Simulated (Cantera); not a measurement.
Standard-state values (1 bar) from the NASA 1993 polynomials, evaluated with Cantera. Values are per mole of reaction as written; species without (g) are pure solids or liquids, kept so even where they would boil at 1 bar.

NbO₂ + 2 N(g) = 2 NO(g) + Nb

```
T (K)  ΔH° (kJ)  ΔS° (J/K)  ΔG° (kJ)  log10 K  condensed phases
-----  --------  ---------  --------  -------  ----------------
300        32.1       96.8       3.1    -0.54    NbO₂(s), Nb(s)
2600     -119.0       -0.9    -116.7     2.34    NbO₂(l), Nb(s)
2675     -120.5       -1.5    -116.6     2.28    NbO₂(l), Nb(s)
2750          ?          ?         ?        ?    NbO₂(l), Nb(s)
2825      -97.0        7.1    -117.0     2.16    NbO₂(l), Nb(l)
2900      -99.1        6.4    -117.5     2.12    NbO₂(l), Nb(l)
2975          ?          ?         ?        ?    NbO₂(l), Nb(l)
```

**Question.** Complete the blanks.

**Answer.** 
- 2750, ΔH° (kJ): -121.9
- 2750, ΔS° (J/K): -2.0
- 2750, ΔG° (kJ): -116.5
- 2750, log10 K: 2.21
- 2975, ΔH° (kJ): -101.1
- 2975, ΔS° (J/K): 5.7
- 2975, ΔG° (kJ): -118.0
- 2975, log10 K: 2.07
